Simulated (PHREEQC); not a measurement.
Solution A (3.1 mmol/kgw Na2CO3, 1.2 mmol/kgw KCl and 120 mmol/kgw LiCl) is mixed with solution B (0.047 mol/kgw H2SO4, 0.00011 mol/kgw ZnSO4 and 0.00044 mol/kgw NiSO4) at 92 °C; shares are by mass of water, 1 kg in all. Oxygen is held at 0.21 atm. No CO2 enters from the air. Only these solids could form: Zn(OH)2-a, Smithsonite, Zn4(OH)6SO4, Zn5(OH)8Cl2, Ni(OH)2, NiCO3, Ni4(OH)6SO4, Halite, Mirabilite, Goslarite, Morenosite, Nahcolite, Natron.

Computed with PHREEQC (ion-association model, wateq4f.dat).

| share of solution B | pH | HSO4- (mol/kgw) | CO2 (mol/kgw) | Zn+2 (mol/kgw) | HCO3- (mol/kgw) | CO3-2 (mol/kgw) |
|---|---|---|---|---|---|---|
| 0 | 9.48 | 0 | 9.94e-7 | 0 | 0.00171 | 0.000913 |
| 0.1 | 2.71 | 0.00135 | 0.00279 | 4.82e-6 | 7.91e-7 | 6.89e-14 |
| 0.2 | 2.18 | 0.00550 | 0.00248 | 1.01e-5 | 2.07e-7 | 0 |
| 0.3 | 1.95 | 0.0100 | 0.00217 | 1.59e-5 | 1.08e-7 | 0 |
| 0.4 | 1.81 | 0.0147 | 0.00186 | 2.23e-5 | 6.60e-8 | 0 |
| 0.5 | 1.70 | 0.0194 | 0.00155 | 2.96e-5 | 4.26e-8 | 0 |
| 0.6 | 1.62 | 0.0242 | 0.00124 | 3.80e-5 | 2.78e-8 | 0 |
| 0.7 | 1.55 | 0.0291 | 0.000930 | 4.76e-5 | 1.75e-8 | 0 |
| 0.8 | 1.48 | 0.0340 | 0.000620 | 5.90e-5 | 1.00e-8 | 0 |
| 0.9 | 1.43 | 0.0389 | 0.000310 | 7.28e-5 | 4.36e-9 | 0 |
| 1 | 1.38 | 0.0438 | 0 | 8.99e-5 | 0 | 0 |

Away from 25 °C the constants follow the database's enthalpies or fits; those with neither stay at their 25 °C values.
